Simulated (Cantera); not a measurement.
Feed: 1 mol Si2H6, 0.89 mol Cl2, 3.8 mol H2, at 0.330 bar.

Method: chemical equilibrium by Gibbs-energy minimisation in Cantera with the NASA 1993 tables (ideal gas, pure condensed phases). Candidate condensed phases: Si; 19 gas species. The feed counts by its element totals alone. Gases not in the tables: Si2H6 and higher silanes. Equilibrium is a limit: real reactors are often held back by kinetics, nucleation or transport.

Task: Which condensed phases are stable at each of these points (T (K)): 1023, 1123, 1223, 1323, 1423, 1523, 1623, 1723?

Result: 
```
T (K)  condensed phases  Si condensed (%)
-----  ----------------  ----------------
1023              Si(s)              76.8
1123              Si(s)              77.9
1223              Si(s)              79.1
1323              Si(s)              79.6
1423              Si(s)              79.2
1523              Si(s)              78.5
1623              Si(s)              78.0
1723              Si(l)              78.0
```

From 1023 K to 1623 K the condensed part is Si(s). At 1723 K the condensed part is Si(l).
